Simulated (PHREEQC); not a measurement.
Copper plating or etch bath: an equilibrium model

Consider water at 25 °C with 1.1 mmol/kgw CuCl2 and 2.2 mmol/kgw HCl. Closed to the air; pH follows from the charge balance.

The numbers come from PHREEQC with the ion-association model, phreeqc.dat.

Precipitation was switched off in this run.

Q: Predict the pH, specific conductance.

A: pH 2.69; specific conductance 1150 µS/cm.
